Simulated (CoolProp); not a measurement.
A single-stage vapour-compression cycle with R143a: evaporating at 199.15 K (dew point), condensing at 224.15 K (bubble point), superheat 0 K, subcooling 5 K, compressor efficiency 0.8, no pressure losses. Each further row changes one setting.

Values from CoolProp's reference Helmholtz-energy equation of state, Lemmon and Jacobsen 2000.

```csv
case,cooling COP,pressure ratio,discharge temperature (K),refrigerating effect (kJ/kg),volumetric capacity (kJ/m³)
as stated,5.98,3.99,248.3,218,264
evaporating temperature 204.15 K,7.81,2.93,242.6,222,357
condensing temperature 219.15 K,7.61,3.12,239.3,225,272
subcooling 10 K,6.16,3.99,248.3,225,272
superheat 10 K,5.88,3.99,259.1,226,259
compressor efficiency 0.7,5.23,3.99,254.3,218,264
```
